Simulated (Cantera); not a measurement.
A closed system holds: 1 mol CHF₃, 2 mol H₂, equilibrated at 652 °C and 1.35 Torr.

Equilibrium computed with Cantera from the NASA thermochemical tables; the gas is ideal and each condensed phase is pure. Candidate condensed phases: C, C₆H₆, C₇H₈, C₈H₁₈; 95 gas species. Kinetics and transport are ignored.

What is the equilibrium state?


```json
{
  "x(HF)": "0.750",
  "x(H₂)": "0.250",
  "x(CH₄)": "2.55e-5",
  "n(C(graphite))": "1.000 mol",
  "gas_amount": "4.000 mol"
}
```
